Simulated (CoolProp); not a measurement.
A simple Rankine cycle with R245fa: condensing at 297.15 K, boiler at 1.36 MPa, turbine inlet 439 K, turbine efficiency 0.9, pump efficiency 0.8, no recuperator. Each further row changes one setting.

Values from CoolProp's reference Helmholtz-energy equation of state, Akasaka 2015.

| case | thermal efficiency (%) | net work (kJ/kg) | heat in (kJ/kg) | turbine exit temperature (K) | volume ratio over the turbine |
|---|---|---|---|---|---|
| as stated | 14.6 | 47.0 | 321 | 383.0 | (withheld) |
| condensing temperature 289.15 K | (withheld) | 53.3 | 332 | 376.3 | 12.4 |
| boiler pressure 0.952 MPa | (withheld) | 41.0 | (withheld) | 393.2 | (withheld) |
| turbine efficiency 0.8 | 13.0 | 41.7 | 321 | (withheld) | 9.39 |

**Question.** Complete the blanks.

**Answer.** 
- as stated, volume ratio over the turbine: 9.25
- condensing temperature 289.15 K, thermal efficiency (%): 16.1
- boiler pressure 0.952 MPa, thermal efficiency (%): 12.6
- boiler pressure 0.952 MPa, heat in (kJ/kg): 326
- boiler pressure 0.952 MPa, volume ratio over the turbine: 6.38
- turbine efficiency 0.8, turbine exit temperature (K): 388.2
